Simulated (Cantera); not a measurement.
Feed: 1 mol CH₂F₂, 0.02 mol Si, held at 1873.15 K and 51.0 Torr.

These are equilibrium values from Cantera (NASA tables, ideal gas, pure condensed phases), not measurements of a reactor. Candidate condensed phases: C, C₆H₆, C₇H₈, C₈H₁₈, Si, SiC; 113 gas species. The tables' values for SiF₃ are old estimates; treat these amounts as uncertain. The numbers say what is thermodynamically allowed, not how fast it happens.

Base state: HF 0.970, H₂ 0.0200, SiF₄ 0.0100, H 0.000350, SiF₃ 9.50e-5 (mole fractions); condensed: C(graphite).

Problem. What changes in the equilibrium state with this change: CH₂F₂ replaced by CH₃F?

Solution. 
```json
[
 {"species": "H₂", "before": "0.0200", "after": "0.523"},
 {"species": "HF", "before": "0.970", "after": "0.465"},
 {"species": "SiF₄", "before": "0.0100", "after": "0.00909"},
 {"species": "H", "before": "0.000350", "after": "0.00179"},
 {"species": "CH₄", "before": "1.65e-8", "after": "1.13e-5"},
 {"species": "SiF₂", "before": "3.04e-7", "after": "3.14e-5"},
 {"species": "SiHF₃", "before": "8.58e-7", "after": "4.26e-5"},
 {"species": "C₂H₂ (acetylene)", "before": "6.24e-6", "after": "0.000163"},
 {"species": "SiF₃", "before": "9.50e-5", "after": "0.000921"},
 {"species": "C(graphite), mol", "before": "1.000", "after": "0.999"}
]
```
The tables' values for SiF₃, SiF₂ are old estimates; treat these amounts as uncertain.

Problem. What changes in the equilibrium state with this change: Si from 0.02 to 0.18 mol?

Solution. 
| species | before | after |
|---|---|---|
| HF | 0.970 | 0.706 |
| H₂ | 0.0200 | 0.195 |
| SiF₄ | 0.0100 | 0.0946 |
| SiF₂ | 3.04e-7 | 5.29e-5 |
| SiHF₃ | 8.58e-7 | 0.000109 |
| C(graphite), mol | 1.000 | 1.000 |
The tables' values for SiF₃, SiF₂ are old estimates; treat these amounts as uncertain.
